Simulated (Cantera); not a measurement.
# Carbon deposition, reforming and gasification: C₃H₆ + H₂O + N₂ + O₂ + CH₄

Input: 1 mol C₃H₆, 2.5 mol H₂O, 20 mol N₂, 0.24 mol O₂, 0.00033 mol CH₄, equilibrated at 5800000 Pa.

Equilibrium computed with Cantera from the NASA thermochemical tables; the gas is ideal and each condensed phase is pure. Candidate condensed phases: C, C₆H₆, C₇H₈, C₈H₁₈, H₂O; 169 gas species. Ions and electrons are included (thermal ionisation). The ideal-gas law is rough above about 30 bar. The numbers say what is thermodynamically allowed, not how fast it happens.

From 2000 K to 5000 K nothing is condensed. The main C-bearing gas is CO throughout.

```
T (K)   x N₂       x H    x H₂    x CO       x N     x HCN      x CN
-----  -----  --------  ------  ------  --------  --------  --------
2000   0.702   9.34e-5   0.192   0.104  9.93e-11   0.00115   1.32e-8
2250   0.702  0.000427   0.192   0.104   2.46e-9   0.00121   1.05e-7
2500   0.702   0.00144   0.191   0.104   3.21e-8   0.00120   5.26e-7
2750   0.701   0.00391   0.190   0.104   2.64e-7   0.00118   1.94e-6
3000   0.699   0.00896   0.187   0.104   1.53e-6   0.00115   5.71e-6
3250   0.696    0.0179   0.181   0.103   6.76e-6   0.00112   1.42e-5
3500   0.691    0.0322   0.173   0.102   2.42e-5   0.00108   3.13e-5
3750   0.683    0.0527   0.160   0.101   7.29e-5   0.00105   6.24e-5
4000   0.674    0.0795   0.144  0.0997  0.000191   0.00101  0.000116
4250   0.662     0.112   0.125  0.0979  0.000448  0.000972  0.000205
4500   0.649     0.147   0.104  0.0958  0.000952  0.000938  0.000349
4750   0.636     0.182  0.0833  0.0937   0.00187  0.000899  0.000574
5000   0.623     0.214  0.0640  0.0914   0.00344  0.000847  0.000906
```
x: gas mole fraction; nothing condenses.
